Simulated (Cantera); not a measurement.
A perfectly stirred reactor is fed with CH3OH : O2 : N2 = 1 : 1.52 : 5.7 (molar parts), equivalence ratio 0.99, at 1.00 atm; it is adiabatic with a 473 K inlet, and is followed from long to short residence time, starting on the burning branch (τ in s: 0.15, 0.07, 0.032, 0.014, 0.0066, 0.003, 0.0014, 0.00062, 0.00028, 0.00013, 5.8e-05, 2.6e-05, 1.2e-05).

Cantera simulation using GRI-Mech 3.0 (53 species, 325 reactions); the numbers are that mechanism's predictions, not measurements. GRI-Mech 3.0 was tuned for natural gas; its chemistry of methanol as a main component is partial and can be far from experiment.

Problem. Predict: blow-out, bracketed by the residence times tried; x(CH3OH) at τ = 0.150 s; x(O2) at τ = 0.150 s; x(HO2) at τ = 0.150 s; x(CH3OH) at τ = 1.40 ms; x(O2) at τ = 1.40 ms; x(HO2) at τ = 1.40 ms.

Solution. 
- blow-out, bracketed by the residence times tried = burning at 58.0 µs, out at 26.0 µs
- x(CH3OH) at τ = 0.150 s = 5.10e-7
- x(O2) at τ = 0.150 s = 0.00923
- x(HO2) at τ = 0.150 s = 1.20e-6
- x(CH3OH) at τ = 1.40 ms = 2.01e-5
- x(O2) at τ = 1.40 ms = 0.0201
- x(HO2) at τ = 1.40 ms = 6.18e-6
